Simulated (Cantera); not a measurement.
# Thermodynamics of calcination and drying, feed MgCO3 + C + H2

A closed system holds: 1 mol MgCO3, 0.032 mol C, 0.069 mol H2, held at 1.33 mbar.

Equilibrium computed with Cantera from the NASA thermochemical tables; the gas is ideal and each condensed phase is pure. Candidate condensed phases: C, C6H6, C7H8, C8H18, H2O, Mg, MgCO3, MgO, Mg(OH)2; 116 gas species. Equilibrium is a limit: real reactors are often held back by kinetics, nucleation or transport.

| T (K) | x CO2 | x CO | x H2O | x H2 | n C(graphite) | n MgO(s) |
|---|---|---|---|---|---|---|
| 575 | 0.919 | 0.0162 | 0.0381 | 0.0268 | 0.0434 | 1.00 |
| 600 | 0.901 | 0.0343 | 0.0309 | 0.0332 | 0.0301 | 1.00 |
| 625 | 0.870 | 0.0674 | 0.0242 | 0.0388 | 0.00825 | 1.00 |
| 650 | 0.854 | 0.0830 | 0.0249 | 0.0377 | 0 | 1.00 |
| 675 | 0.851 | 0.0864 | 0.0283 | 0.0344 | 0 | 1.00 |
| 700 | 0.848 | 0.0895 | 0.0314 | 0.0312 | 0 | 1.00 |
| 725 | 0.845 | 0.0925 | 0.0344 | 0.0283 | 0 | 1.00 |
| 750 | 0.842 | 0.0952 | 0.0370 | 0.0256 | 0 | 1.00 |
| 775 | 0.840 | 0.0976 | 0.0395 | 0.0232 | 0 | 1.00 |
| 800 | 0.838 | 0.0998 | 0.0417 | 0.0210 | 0 | 1.00 |
x: gas mole fraction; n: condensed amount in mol.

From 575 K to 625 K the condensed part is C(graphite) + MgO(s). From 650 K to 800 K the condensed part is MgO(s).
